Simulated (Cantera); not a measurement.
An isothermal, constant-pressure homogeneous reactor starts with 5.88 % C2H6, 94.1 % H2, at 1450 K and 46.0 Pa.

Cantera simulation using GRI-Mech 3.0 (53 species, 325 reactions); the numbers are that mechanism's predictions, not measurements. GRI-Mech 3.0 stops at C3 and has no aromatics, soot or wall deposition, so with more carbon than oxygen in the feed, carbon stays in small species such as C2H2 where larger ones or solid carbon would form. Radical loss at walls, strong at low pressure, is not modelled.

One state of this run: x C2H6 = 4.33e-6; x H2 = 0.911; x CH2 = 9.47e-8; x C2H2 = 0.0228; x C2H4 = 0.000513; x H = 0.000310. x: mole fraction; the columns are a selection and need not sum to one.

Q: Which value of t (s) does it belong to?
A) 0.00399
B) 0.0154
C) 50.0
D) 3.37

A: D, 3.37
